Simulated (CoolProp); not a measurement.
A closed Brayton cycle with dry air: compressor inlet 315.15 K and 2.4 MPa, high pressure 7.52 MPa, turbine inlet 815 K, compressor efficiency 0.89, turbine efficiency 0.93, recuperator effectiveness 0.8 (on enthalpy, no pinch check). Each further row changes one setting.

The numbers come from the reference Helmholtz-energy equation of state, Lemmon 2000 in CoolProp. It is a pseudo-pure fit of the blend.

```csv
case,thermal efficiency (%),net work (kJ/kg),compressor to turbine work,compressor exit (K),turbine exit (K)
as stated,[?],79.2,0.64,452.4,615.7
turbine inlet 765 K,[?],65.6,0.68,452.4,576.2
compressor inlet 325.15 K,[?],74.7,0.66,466.5,615.7
high pressure 6.39 MPa,31.4,74.7,[?],[?],641.0
recuperator effectiveness 0.5,[?],79.2,0.64,452.4,615.7
```

Question: Complete the blanks.

Answer: 
- as stated, thermal efficiency (%): 31.0
- turbine inlet 765 K, thermal efficiency (%): 28.1
- compressor inlet 325.15 K, thermal efficiency (%): 29.6
- high pressure 6.39 MPa, compressor to turbine work: 0.61
- high pressure 6.39 MPa, compressor exit (K): 430.1
- recuperator effectiveness 0.5, thermal efficiency (%): 25.8
